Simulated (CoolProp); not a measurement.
Vapour-liquid equilibrium of R143a (1) + R152A (2) at 247 K; x and y are mole fractions of (1).

Computed with CoolProp (multi-fluid Helmholtz-energy mixture model, Lemmon and Jacobsen 2000 and Outcalt 1996; pair parameters Bell 2016).

Question: Give the bubble pressure and the first vapour's composition at x = 0.35, 0.5, 0.95. Is there an azeotrope?

Answer: x = 0.35: 157.4 kPa, y = 0.595; x = 0.5: 180.2 kPa, y = 0.716; x = 0.95: 243.2 kPa, y = 0.975. No azeotrope shows between x = 0.05 and 0.95.

Pair parameters are fitted to limited data, so mixtures are less certain than the pure fluids.
